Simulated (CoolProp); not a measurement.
Diethyl ether along the isotherm 133.75 °C: Z from the reference equation and from simpler models built on Tc = 194.7 °C, pc = 3717 kPa, ω = 0.282; each cubic takes its own stable root.

Computed with CoolProp (reference Helmholtz-energy equation of state, Thol 2014).

```csv
p (kPa),phase,reference
1160,gas,0.7828
2320,liquid,0.09107
3480,liquid,0.1350
4650,liquid,0.1786
5810,liquid,0.2212
6970,liquid,0.2632
8130,liquid,0.3047
9290,liquid,0.3457
```

Problem. How far does each simpler model (Redlich-Kwong, Soave-Redlich-Kwong, Peng-Robinson) lie from the reference over these 8 states: mean and median of the absolute difference, and the worst?

Solution. 
- Redlich-Kwong: mean 14.6 %, median 15.1 %, worst +20.3 % at 133.75 °C and 2320 kPa
- Soave-Redlich-Kwong: mean 10.3 %, median 10.9 %, worst +13.8 % at 133.75 °C and 2320 kPa
- Peng-Robinson: mean 1.3 %, median 1.1 %, worst -2.5 % at 133.75 °C and 9290 kPa
